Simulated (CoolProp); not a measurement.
Vapour-liquid equilibrium of acetone (1) + n-nonane (2) at 415.1 K; x and y are mole fractions of (1).

Model: multi-fluid Helmholtz-energy mixture model, Lemmon 2006 and Lemmon 2006; pair parameters Bell 2016, in CoolProp.

| x | bubble pressure, mixture model (bar) | bubble pressure, Raoult's law (bar) | y, mixture model | y, Raoult's law |
|---|---|---|---|---|
| 0.05 | 1.741 | 1.244 | 0.541 | 0.391 |
| 0.15 | 3.296 | 2.136 | 0.762 | 0.683 |
| 0.25 | 4.465 | 3.029 | 0.830 | 0.803 |
| 0.35 | 5.348 | 3.921 | 0.863 | 0.868 |
| 0.45 | 6.047 | 4.814 | 0.885 | 0.909 |
| 0.55 | 6.654 | 5.706 | 0.903 | 0.937 |
| 0.65 | 7.238 | 6.599 | 0.920 | 0.958 |
| 0.75 | 7.852 | 7.491 | 0.938 | 0.973 |
| 0.85 | 8.532 | 8.384 | 0.959 | 0.986 |
| 0.95 | 9.302 | 9.276 | 0.985 | 0.996 |

The largest gap from Raoult's law is +54.3 % in bubble pressure, at x = 0.15. No azeotrope shows between x = 0.05 and 0.95.

Pair parameters are fitted to limited data, so mixtures are less certain than the pure fluids. With so large a gap from Raoult's law the liquid may split in two, which this calculation doesn't test in full.
